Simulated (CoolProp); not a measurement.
R245fa at 293.15 K and 0.612 MPa is throttled through a valve to 0.307 MPa with no heat exchange. Each further row changes one setting.

The numbers come from the reference Helmholtz-energy equation of state, Akasaka 2015 in CoolProp.

```json
[
 {"case": "as stated", "temperature change (K)": "+0.1", "final phase": "liquid", "final density (kg/m³)": "1350"},
 {"case": "outlet pressure 0.0921 MPa", "temperature change (K)": "(withheld)", "final phase": "(withheld)", "final density (kg/m³)": "(withheld)"},
 {"case": "outlet pressure 0.399 MPa", "temperature change (K)": "+0.1", "final phase": "liquid", "final density (kg/m³)": "1350"}
]
```

Task: Complete the blanks.

Result: 
- outlet pressure 0.0921 MPa, temperature change (K): -7.3
- outlet pressure 0.0921 MPa, final phase: two-phase, vapour fraction 0.049
- outlet pressure 0.0921 MPa, final density (kg/m³): 103
